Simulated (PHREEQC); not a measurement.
Consider water at 25 °C with 0.012 mol CaCl2 per kg of water. Closed to the air; pH follows from the charge balance.

Computed with PHREEQC (ion-association model, wateq4f.dat).

Each row changes one thing in this solution. This is a speciation only: nothing precipitates in the calculation.

```json
[
 {"case": "as made", "CaOH+ (mol/kgw)": "1.12e-8", "SI of Portlandite (Ca(OH)2)": "-11.07"},
 {"case": "diluted 2-fold with water", "CaOH+ (mol/kgw)": "6.50e-9", "SI of Portlandite (Ca(OH)2)": "-11.28"},
 {"case": "CaCl2 from 0.012 to 0.06 mol/kgw", "CaOH+ (mol/kgw)": "3.56e-8", "SI of Portlandite (Ca(OH)2)": "___"},
 {"case": "CaCl2 from 0.012 to 0.0108 mol/kgw", "CaOH+ (mol/kgw)": "1.04e-8", "SI of Portlandite (Ca(OH)2)": "___"},
 {"case": "diluted 10-fold with water", "CaOH+ (mol/kgw)": "___", "SI of Portlandite (Ca(OH)2)": "___"},
 {"case": "CaCl2 from 0.012 to 0.006 mol/kgw", "CaOH+ (mol/kgw)": "6.50e-9", "SI of Portlandite (Ca(OH)2)": "-11.28"}
]
```

**Question.** What belongs in the gaps?

**Answer.** 
- CaCl2 from 0.012 to 0.06 mol/kgw, SI of Portlandite (Ca(OH)2): -10.67
- CaCl2 from 0.012 to 0.0108 mol/kgw, SI of Portlandite (Ca(OH)2): -11.10
- diluted 10-fold with water, CaOH+ (mol/kgw): 1.63e-9
- diluted 10-fold with water, SI of Portlandite (Ca(OH)2): -11.84

Complexes and solids missing from the database can't appear.
